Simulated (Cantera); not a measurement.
**Adiabatic ignition**

An adiabatic, constant-pressure homogeneous reactor starts with 34.7 % H2, 9.65 % O2, 54.8 % N2, 0.798 % NO, at 1800 K and 0.799 atm.

Detailed kinetics in Cantera: GRI-Mech 3.0 (53 species, 325 reactions).

| t (s) | T (K) | x H2 | x O2 | x NO | x H2O | x OH | x NO2 |
|---|---|---|---|---|---|---|---|
| 2.00e-6 | 1800 | 0.347 | 0.0965 | 0.00798 | 2.42e-5 | 3.06e-6 | 6.66e-7 |
| 6.32e-6 | 1804 | 0.337 | 0.0926 | 0.00798 | 0.00654 | 0.000619 | 8.05e-7 |
| 2.00e-5 | 2050 | 0.127 | 0.00581 | 0.00805 | 0.157 | 0.0161 | 1.42e-7 |
| 6.32e-5 | 2356 | 0.141 | 0.00360 | 0.00807 | 0.169 | 0.0176 | 1.49e-7 |
| 0.000200 | 2667 | 0.152 | 0.00169 | 0.00727 | 0.184 | 0.0156 | 2.22e-7 |
| 0.000632 | 2809 | 0.154 | 0.00108 | 0.00470 | 0.194 | 0.0137 | 1.97e-7 |
| 0.00200 | 2821 | 0.152 | 0.00114 | 0.00273 | 0.195 | 0.0141 | 1.20e-7 |
| 0.00632 | 2822 | 0.152 | 0.00115 | 0.00245 | 0.195 | 0.0142 | 1.08e-7 |
| 0.0200 | 2822 | 0.152 | 0.00115 | 0.00245 | 0.195 | 0.0142 | 1.08e-7 |
| 0.0632 | 2822 | 0.152 | 0.00115 | 0.00245 | 0.195 | 0.0142 | 1.08e-7 |
| 0.200 | 2822 | 0.152 | 0.00115 | 0.00245 | 0.195 | 0.0142 | 1.08e-7 |
| 0.632 | 2822 | 0.152 | 0.00115 | 0.00245 | 0.195 | 0.0142 | 1.08e-7 |
| 2.00 | 2822 | 0.152 | 0.00115 | 0.00245 | 0.195 | 0.0142 | 1.08e-7 |
x: mole fraction; the columns are a selection and need not sum to one.

The time of steepest temperature rise comes out as 9.13 µs and the temperature at 2.00 s is 2822 K. The equilibrium temperature is 2822 K and the x(H2) at 2.00 s is 0.152 (gas-phase equilibrium 0.152). The x(O2) at 2.00 s is 0.00115 (gas-phase equilibrium 0.00115) and the x(NO) at 2.00 s is 0.00245 (gas-phase equilibrium 0.00245).
